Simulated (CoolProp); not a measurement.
The numbers come from the reference Helmholtz-energy equation of state, Tillner-Roth 1997 in CoolProp.

For CH2F2 (R32), give the phase and the cp (kJ/(kg K)), speed of sound (m/s), viscosity (µPa s) at 346 K and 0.101 MPa.


- 346 K and 0.101 MPa: gas; cp 0.910, speed of sound 258, viscosity 15.5

Viscosity comes from a separate model (Bell 2016), an estimate that may be off by 10 % or more.
